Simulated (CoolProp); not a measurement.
A simple Rankine cycle with cyclohexane: condensing at 305.15 K, boiler at 0.424 MPa, turbine inlet 450.3 K, turbine efficiency 0.75, pump efficiency 0.6, no recuperator. Each further row changes one setting.

Computed with CoolProp (reference Helmholtz-energy equation of state, Zhou 2014).

| case | thermal efficiency (%) | net work (kJ/kg) | heat in (kJ/kg) | turbine exit temperature (K) | volume ratio over the turbine |
|---|---|---|---|---|---|
| as stated | 15.1 | 93.8 | 620 | 395.1 | 22.6 |
| turbine inlet 470.3 K | 14.9 | 98.9 | 663 | 415.9 | 22.5 |
| condensing temperature 297.15 K | 16.3 | 103 | 635 | 389.5 | 31.7 |
| boiler pressure 0.297 MPa | 13.6 | 85.0 | 624 | 402.1 | 15.7 |
| turbine efficiency 0.65 | 13.1 | 81.2 | 620 | 402.2 | 23.0 |
